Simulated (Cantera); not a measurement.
A closed system holds: 1 mol Si3N4, 0.023 mol N2O, 6.5 mol H2, equilibrated at 1577 °C and 840 Pa.

These are equilibrium values from Cantera (NASA tables, ideal gas, pure condensed phases), not measurements of a reactor. The tables' values for SiN are old estimates; treat these amounts as uncertain. Gases not in the tables: Si2H6 and higher silanes. The numbers say what is thermodynamically allowed, not how fast it happens.

```tsv
species	before	after
H2	0.755	0.964
N2	0.236	0.0345
SiO	0.00268	0.000963
H	0.00511	0.000571
SiN	1.31e-5	1.65e-7
Si2N	2.00e-5	2.76e-7
Si	0.000768	1.12e-5
SiH	6.06e-5	2.20e-6
SiH2	3.18e-5	4.73e-6
Si(l), mol	2.97	0
Si(s), mol	0	0.299
Si2N2O(s), mol	0	0.0165
Si3N4(s), mol	0	0.887
```
Gas species are given as mole fractions.

Problem. Which change was made?
A) temperature from 1577 °C to 1325 °C
B) N2O from 0.023 to 0.014 mol
C) temperature from 1577 °C to 977 °C
D) pressure from 840 Pa to 1700 Pa

Solution. A, temperature from 1577 °C to 1325 °C. Mutual solubility and eutectic melting of coexisting phases are not modelled
